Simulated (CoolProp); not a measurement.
A single-stage vapour-compression cycle with hydrogen chloride: evaporating at 245.15 K (dew point), condensing at 278.15 K (bubble point), superheat 5 K, subcooling 5 K, compressor efficiency 0.85, no pressure losses. Each further row changes one setting.

The numbers come from the reference Helmholtz-energy equation of state, Thol 2018 in CoolProp.

| case | cooling COP | pressure ratio | discharge temperature (K) | refrigerating effect (kJ/kg) | volumetric capacity (kJ/m³) |
|---|---|---|---|---|---|
| as stated | 5.17 | 2.56 | 334.1 | 321 | 7490 |
| evaporating temperature 250.15 K | [?] | 2.18 | [?] | 321 | [?] |
| condensing temperature 273.15 K | 6.29 | 2.25 | 321.0 | [?] | 7720 |
| subcooling 10 K | 5.33 | 2.56 | 334.1 | 331 | 7720 |
| superheat 15 K | [?] | 2.56 | [?] | [?] | [?] |
| compressor efficiency 0.75 | 4.56 | 2.56 | 342.0 | 321 | 7490 |

**Question.** What belongs in the gaps?

**Answer.** 
- evaporating temperature 250.15 K, cooling COP: 6.35
- evaporating temperature 250.15 K, discharge temperature (K): 324.1
- evaporating temperature 250.15 K, volumetric capacity (kJ/m³): 8760
- condensing temperature 273.15 K, refrigerating effect (kJ/kg): 330
- superheat 15 K, cooling COP: 5.03
- superheat 15 K, discharge temperature (K): 348.9
- superheat 15 K, refrigerating effect (kJ/kg): 332
- superheat 15 K, volumetric capacity (kJ/m³): 7290
